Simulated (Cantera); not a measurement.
A closed system holds: 1 mol Fe₃O₄, 16 mol H₂, 29 mol N₂, held at 1075 K and 0.000260 bar.

Equilibrium computed with Cantera from the NASA thermochemical tables; the gas is ideal and each condensed phase is pure. Candidate condensed phases: Fe, FeO, Fe(OH)₂, Fe(OH)₃, Fe₂O₃, Fe₃O₄, H₂O; 27 gas species. Mutual solubility and eutectic melting of coexisting phases are not modelled. The tables' stoichiometric FeO is somewhat more stable than real wüstite, so its field is too wide. FeO: taken at fixed stoichiometry. Rates play no part.

Base state: N₂ 0.644, H₂ 0.293, H₂O 0.0626 (mole fractions); condensed: Fe(α) + FeO(s).

What changes in the equilibrium state with this change: H₂ from 16 to 4.6 mol?


```json
[
 {"species": "N₂", "before": "0.644", "after": "0.863"},
 {"species": "H₂", "before": "0.293", "after": "0.107"},
 {"species": "H₂O", "before": "0.0626", "after": "0.0298"},
 {"species": "Fe(α), mol", "before": "1.82", "after": "0"},
 {"species": "FeO(s), mol", "before": "1.18", "after": "3.00"}
]
```
